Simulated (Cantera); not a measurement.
Feed: 1 mol Ta₂O₅, 4.4 mol CO, 1.7 mol H₂, 0.59 mol C, equilibrated at 750 Torr.

These are equilibrium values from Cantera (NASA tables, ideal gas, pure condensed phases), not measurements of a reactor. Candidate condensed phases: C, C₆H₆, C₇H₈, C₈H₁₈, H₂O, Ta, TaC, Ta₂O₅; 113 gas species. The numbers say what is thermodynamically allowed, not how fast it happens.

Problem. At 1175 K, list the 4 most abundant gas species with their mole fractions, and the condensed phases.

Solution. CO 0.703, H₂ 0.275, CO₂ 0.0134, H₂O 0.00671. Condensed: C(graphite) + Ta₂O₅(s).
